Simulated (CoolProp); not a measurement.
Saturation properties of R11.

Model: reference Helmholtz-energy equation of state, Jacobsen 1992, in CoolProp.

```json
[
 {"T (K)": "281.8", "p (MPa)": "0.05751", "vapour Z": "0.9752", "liquid viscosity (µPa s)": "513", "vapour viscosity (µPa s)": "9.61"},
 {"T (K)": "294.6", "p (MPa)": "0.09347", "vapour Z": "0.9655", "liquid viscosity (µPa s)": "449", "vapour viscosity (µPa s)": "10.0"},
 {"T (K)": "307.3", "p (MPa)": "0.1446", "vapour Z": "0.9534", "liquid viscosity (µPa s)": "396", "vapour viscosity (µPa s)": "10.4"},
 {"T (K)": "320.1", "p (MPa)": "0.2158", "vapour Z": "0.9385", "liquid viscosity (µPa s)": "351", "vapour viscosity (µPa s)": "10.8"},
 {"T (K)": "332.8", "p (MPa)": "0.3103", "vapour Z": "0.9209", "liquid viscosity (µPa s)": "313", "vapour viscosity (µPa s)": "11.2"},
 {"T (K)": "345.6", "p (MPa)": "0.4344", "vapour Z": "0.9000", "liquid viscosity (µPa s)": "279", "vapour viscosity (µPa s)": "11.6"},
 {"T (K)": "358.3", "p (MPa)": "0.5912", "vapour Z": "0.8759", "liquid viscosity (µPa s)": "250", "vapour viscosity (µPa s)": "12.1"},
 {"T (K)": "371.1", "p (MPa)": "0.7883", "vapour Z": "0.8481", "liquid viscosity (µPa s)": "223", "vapour viscosity (µPa s)": "12.5"},
 {"T (K)": "383.8", "p (MPa)": "1.028", "vapour Z": "0.8167", "liquid viscosity (µPa s)": "199", "vapour viscosity (µPa s)": "13.0"},
 {"T (K)": "396.6", "p (MPa)": "1.320", "vapour Z": "0.7808", "liquid viscosity (µPa s)": "176", "vapour viscosity (µPa s)": "13.5"},
 {"T (K)": "409.3", "p (MPa)": "1.666", "vapour Z": "0.7403", "liquid viscosity (µPa s)": "156", "vapour viscosity (µPa s)": "14.2"},
 {"T (K)": "422.1", "p (MPa)": "2.078", "vapour Z": "0.6934", "liquid viscosity (µPa s)": "136", "vapour viscosity (µPa s)": "15.1"},
 {"T (K)": "434.8", "p (MPa)": "2.557", "vapour Z": "___", "liquid viscosity (µPa s)": "___", "vapour viscosity (µPa s)": "16.3"},
 {"T (K)": "447.6", "p (MPa)": "3.118", "vapour Z": "0.5719", "liquid viscosity (µPa s)": "97.7", "vapour viscosity (µPa s)": "___"}
]
```

Task: What belongs in the gaps?

Result: 
- 434.8, vapour Z: 0.6389
- 434.8, liquid viscosity (µPa s): 117
- 447.6, vapour viscosity (µPa s): 18.3

It boils at 296.9 K under 1 atm.

Viscosity comes from a separate model (Klein 1997), an estimate that may be off by 10 % or more.
